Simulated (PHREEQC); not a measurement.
Make-up at 25 °C: 0.14 mol/kgw FeSO4. Closed to the air; pH follows from the charge balance.

Model: ion-association model, phreeqc.dat, run in PHREEQC.

| quantity | before | after |
|---|---|---|
| ionic strength (mol/kgw) | 0.294 | 0.159 |
| Fe+2 (mol/kgw) | 0.0736 | 0.0398 |
| SO4-2 (mol/kgw) | 0.0736 | 0.0398 |
| FeSO4 (mol/kgw) | 0.0664 | 0.0302 |
| FeOH+ (mol/kgw) | 6.44e-6 | 4.27e-6 |
| SI of Melanterite (FeSO4:7H2O) | -1.20 | -1.55 |

Task: Name the change that produced these shifts.
A) diluted 2-fold with water
B) 0.0037 mol/kgw HF added
C) temperature from 25 to 30 °C
D) FeSO4 from 0.14 to 0.126 mol/kgw

Result: A, diluted 2-fold with water

No solid was allowed to form.
